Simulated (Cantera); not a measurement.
A perfectly stirred reactor is fed with C2H6 : N2 = 1 : 9 (molar parts), at 0.00533 atm; it is held at 1850 K, and followed from long to short residence time.

Cantera simulation using GRI-Mech 3.0 (53 species, 325 reactions); the numbers are that mechanism's predictions, not measurements. GRI-Mech 3.0 stops at C3 and has no aromatics, soot or wall deposition, so with more carbon than oxygen in the feed, carbon stays in small species such as C2H2 where larger ones or solid carbon would form. Radical loss at walls, strong at low pressure, is not modelled.

x: mole fraction; the columns are a selection and need not sum to one.

```csv
τ (s),x C2H6,x CH3,x H,x H2,x CH4,x HCN
30,8.47e-7,0.000216,0.00206,0.164,0.000856,0.00225
6.1,4.41e-6,0.000504,0.00185,0.162,0.00219,0.000826
1.3,2.09e-5,0.00112,0.00183,0.158,0.00481,0.000346
0.26,…,…,0.00193,0.150,…,…
0.054,0.000467,0.00567,0.00214,0.134,0.0171,6.62e-5
0.011,…,…,0.00239,…,0.0253,…
0.0023,0.00937,0.0254,0.00242,0.0735,0.0256,1.21e-5
0.00047,0.0369,0.0381,0.00174,0.0306,0.0113,3.49e-6
```

Problem. What belongs in the gaps?

Solution. 
- 0.26, x C2H6: 0.000102
- 0.26, x CH3: 0.00255
- 0.26, x CH4: 0.00973
- 0.26, x HCN: 0.000148
- 0.011, x C2H6: 0.00213
- 0.011, x CH3: 0.0125
- 0.011, x H2: 0.109
- 0.011, x HCN: 2.90e-5
